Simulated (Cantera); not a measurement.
An isothermal, constant-pressure homogeneous reactor starts with NH3 : H2 = 1 : 0.23 (molar parts), at 2400 K and 13300 Pa.

Cantera simulation using the gas-phase N/H chemistry of the illustrative SiF4/NH3 mechanism in the Surface Chemkin manual (1991); the numbers are that mechanism's predictions, not measurements. Walls and surfaces, which speed up NH3 decomposition in real reactors, are not modelled.

One state of this run: x NH3 = 0.796; x H2 = 0.195; x N = 6.38e-6; x N2H2 = 3.14e-5; x NH = 0.000137; x N2 = 0.00214. x: mole fraction; the columns are a selection and need not sum to one.

**Question.** Which value of t (s) does it belong to?
A) 0.000126
B) 0.000795
C) 1.26
D) 0.00501

**Answer.** A, 0.000126
